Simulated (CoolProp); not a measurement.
Vapour-liquid equilibrium of benzene (1) + dimethyl carbonate (2) at 319 K; x and y are mole fractions of (1).

Values from CoolProp's multi-fluid Helmholtz-energy mixture model, Thol 2012 and Zhou 2011; pair parameters Bell 2016.

| x | bubble pressure, mixture model (bar) | bubble pressure, Raoult's law (bar) | y, mixture model | y, Raoult's law |
|---|---|---|---|---|
| 0.05 | 0.2070 | 0.2004 | 0.105 | 0.077 |
| 0.125 | 0.2234 | 0.2089 | 0.232 | 0.185 |
| 0.2 | 0.2375 | 0.2175 | 0.333 | 0.284 |
| 0.275 | 0.2498 | 0.2260 | 0.417 | 0.375 |
| 0.35 | 0.2605 | 0.2345 | 0.490 | 0.460 |
| 0.425 | 0.2699 | 0.2430 | 0.554 | 0.539 |
| 0.5 | 0.2781 | 0.2516 | 0.613 | 0.613 |
| 0.575 | 0.2852 | 0.2601 | 0.669 | 0.682 |
| 0.65 | 0.2915 | 0.2686 | 0.723 | 0.746 |
| 0.725 | 0.2968 | 0.2772 | 0.777 | 0.807 |
| 0.8 | 0.3013 | 0.2857 | 0.832 | 0.864 |
| 0.875 | 0.3049 | 0.2942 | 0.891 | 0.917 |
| 0.95 | 0.3074 | 0.3027 | 0.954 | 0.968 |

The largest gap from Raoult's law is +11.1 % in bubble pressure, at x = 0.35. No azeotrope shows between x = 0.05 and 0.95.

Pair parameters are fitted to limited data, so mixtures are less certain than the pure fluids.
